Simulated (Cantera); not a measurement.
An isothermal, constant-pressure homogeneous reactor starts with CH4 : H2 : H = 0.036 : 1 : 0.041 (molar parts), at 1425 K and 0.0132 atm. Integrator tolerance rtol = 1e-08.

Model: GRI-Mech 3.0 (53 species, 325 reactions), integrated in Cantera. GRI-Mech 3.0 stops at C3 and has no aromatics, soot or wall deposition, so with more carbon than oxygen in the feed, carbon stays in small species such as C2H2 where larger ones or solid carbon would form. Radical loss at walls, strong at low pressure, is not modelled.

Problem. What does this change do: H2 1 to 3.3 parts?

Solution. 
```tsv
quantity	before	after
x(CH4) at 200 s	0.0163 (gas-phase equilibrium 0.00314)	0.00715 (gas-phase equilibrium 0.00174)
x(H2) at 200 s	0.975 (gas-phase equilibrium 0.982)	0.991 (gas-phase equilibrium 0.994)
x(H) at 200 s	5.17e-5 (gas-phase equilibrium 5.89e-5)	5.55e-5 (gas-phase equilibrium 5.93e-5)
x(C2H) at 200 s	5.22e-10 (gas-phase equilibrium 1.03e-9)	1.13e-10 (gas-phase equilibrium 3.03e-10)
x(C2H4) at 200 s	7.42e-5 (gas-phase equilibrium 0.000121)	1.54e-5 (gas-phase equilibrium 3.63e-5)
```
